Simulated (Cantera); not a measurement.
Mixture: C3H8 : O2 : N2 = 1 : 2.63 : 9.89 (molar parts), equivalence ratio 1.9, at 1.00 bar, adiabatic and at constant pressure. Ignition delay is the time to a rise of 400 K.

Detailed kinetics in Cantera: GRI-Mech 3.0 (53 species, 325 reactions). GRI-Mech 3.0 was tuned for natural gas; its chemistry of propane as a main component is partial and can be far from experiment.

**Question.** Predict: delay at 1448 K; delay at 1523 K; delay at 1598 K; delay at 1673 K; delay at 1748 K; apparent activation energy between 1598 and 1748 K.

**Answer.** 
```json
{
 "delay at 1448 K": "0.144 ms",
 "delay at 1523 K": "70.1 µs",
 "delay at 1598 K": "39.5 µs",
 "delay at 1673 K": "25.0 µs",
 "delay at 1748 K": "17.3 µs",
 "apparent activation energy between 1598 and 1748 K": "130 kJ/mol"
}
```
